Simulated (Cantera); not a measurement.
Feed: 1 mol SiO2, 0.027 mol N2, 0.036 mol Si, at 1 atm.

These are equilibrium values from Cantera (NASA tables, ideal gas, pure condensed phases), not measurements of a reactor. Candidate condensed phases: Si, SiO2, Si2N2O, Si3N4; 16 gas species. Mutual solubility and eutectic melting of coexisting phases are not modelled. The tables hold silica as quartz up to 1696 K and as liquid above; real silica turns to tridymite and cristobalite and melts near 1996 K. The numbers say what is thermodynamically allowed, not how fast it happens. All values below are at 1673 K.

Base state: N2 1.000, SiO 0.000138 (mole fractions); condensed: SiO2(β-quartz) + Si2N2O(s).

**Question.** What changes in the equilibrium state with this change: 0.078 mol CH4 added?

**Answer.** 
```csv
species,before,after
H2,0,0.738
CO,0,0.258
N2,1.000,0.00268
SiO,0.000138,0.000993
CH4,0,0.000660
HCN,0,0.000138
"SiO2(β-quartz), mol",0.988,0.959
"Si2N2O(s), mol",0.0240,0.0264
"SiC(s), mol",0,0.0235
```
Further candidate phases: C, C6H6, C7H8, C8H18, H2O, SiC.
